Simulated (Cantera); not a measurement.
What does this Cantera script print?

```python
import numpy as np
import cantera as ct

gas_names = """
    Ca CaCL CaCL2 CaO CaOH CaO2H2 Ca2 CL CLO CL2 H HCL HNO HNO2 HNO3 HOCL HO2 H2 H2O H2O2 N NH NH2 NH3
    NH2OH NO NO2 NO3 N2 N2H2 N2H4 N2O O OH O2 O3
""".split()
cond_names = """
    Ca(a) Ca(b) Ca(L) CaCL2(s) CaCL2(L) CaO(s) CaO(L) CaO2H2(s) H2O(s) H2O(L) NH4CL(a) NH4CL(b)
""".split()


# ... load() reads the species with a 1 bar reference pressure and builds the phases ...
atoms = {
    'CaO': {'Ca': 1, 'O': 1},
    'HCl': {'H': 1, 'CL': 1},
    'N2': {'N': 2},
}
top_T = {}  # K; cautious upper limits of use, not melting points


# ... equilibrate(T, P, feed) seeds the gas with the atoms and calls Mixture.equilibrate('TP', solver="vcs", rtol=1e-11, max_steps=5000) ...
results = []
feed = {'CaO': 1, 'HCl': 6.8, 'N2': 4}  # mol
T = 1200  # K
for P in [1, 5.2, 27, 140, 720, 3700, 19000, 100000]:
    mix = equilibrate(T, P, feed)
    results.append((T, P, feed, dict(zip(mix.species_names, mix.species_moles))))

top = {s: max(r[3][s] / sum(r[3][g] for g in gas_names) for r in results) for s in gas_names}
cols = sorted((s for s in top if top[s] > 0.0001), key=lambda s: -top[s])[:6]
seen = [c for c in cond_names if any(r[3].get(c, 0) > 1e-12 for r in results)]
print("log10 of partial pressures in bar; condensed amounts in mol")
print(f"{'P/Pa':>10s}" + "".join(f"{s[:9]:>10s}" for s in cols + seen))
for T, P, feed, n in results:
    ng = sum(n[g] for g in gas_names)
    print(f"{P:10.4g}" + "".join(f"{np.log10(max(n[s] / ng * P / 1e5, 1e-99)):10.3f}" for s in cols)
          + "".join(f"{n.get(c, 0):10.4g}" for c in seen))
```

Result:

```
log10 of partial pressures in bar; condensed amounts in mol
      P/Pa       HCL        N2       H2O     CaCL2        CL        H2  CaCL2(L)    CaO(s)
         1    -5.336    -5.432    -6.079    -6.079    -7.968    -8.268         0       0.1
       5.2    -4.619    -4.715    -5.363    -5.363    -7.491    -7.790         0   0.09937
        27    -3.890    -3.969    -4.571    -5.156    -7.006    -7.302    0.7396         0
       140    -3.166    -3.245    -3.847    -5.156    -6.526    -6.814    0.9508         0
       720    -2.453    -2.532    -3.134    -5.156    -6.058    -6.324    0.9905         0
      3700    -1.742    -1.821    -2.423    -5.156    -5.602    -5.813    0.9981         0
   1.9e+04    -1.031    -1.110    -1.712    -5.156    -5.168    -5.261    0.9996         0
     1e+05    -0.310    -0.389    -0.991    -5.156    -4.755    -4.644    0.9999         0
```

Method: chemical equilibrium by Gibbs-energy minimisation in Cantera with the NASA 1993 tables (ideal gas, pure condensed phases). Condensed phases not in the tables: oxide chlorides.
